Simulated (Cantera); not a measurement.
A closed system holds: 1 mol SiC, 0.085 mol CO2, 9 mol H2, held at 1800 K and 1 atm.

Method: chemical equilibrium by Gibbs-energy minimisation in Cantera with the NASA 1993 tables (ideal gas, pure condensed phases). Candidate condensed phases: C, C6H6, C7H8, C8H18, H2O, Si, SiC, SiO2; 123 gas species. The numbers say what is thermodynamically allowed, not how fast it happens.

Base state: H2 0.981, CO 0.0138, SiO 0.00467, H 0.000352, CH4 9.63e-5, H2O 3.06e-5 (mole fractions); condensed: SiC(s).

Q: What changes in the equilibrium state with this change: SiC replaced by Si?

A: 
| species | before | after |
|---|---|---|
| H2 | 0.981 | 0.981 |
| SiO | 0.00467 | 0.0168 |
| CO | 0.0138 | 0.00175 |
| CH4 | 9.63e-5 | 1.81e-5 |
| SiH2 | 5.51e-6 | 2.94e-5 |
| H2O | 3.06e-5 | 2.06e-5 |
| H | 0.000352 | 0.000352 |
| SiC(s), mol | 0.957 | 0.0688 |
| Si(l), mol | 0 | 0.777 |
Mutual solubility and eutectic melting of coexisting phases are not modelled. Gases not in the tables: Si2H6 and higher silanes.

Q: What changes in the equilibrium state with this change: pressure from 1 atm to 6.00 bar?

A: 
| species | before | after |
|---|---|---|
| H2 | 0.981 | 0.984 |
| CO | 0.0138 | 0.0128 |
| SiO | 0.00467 | 0.00271 |
| CH4 | 9.63e-5 | 0.000723 |
| H2O | 3.06e-5 | 0.000133 |
| SiC(s), mol | 0.957 | 0.962 |
| SiO2(condensed), mol | 0 | 0.0137 |
Mutual solubility and eutectic melting of coexisting phases are not modelled. The tables hold silica as quartz up to 1696 K and as liquid above; real silica turns to tridymite and cristobalite and melts near 1996 K.
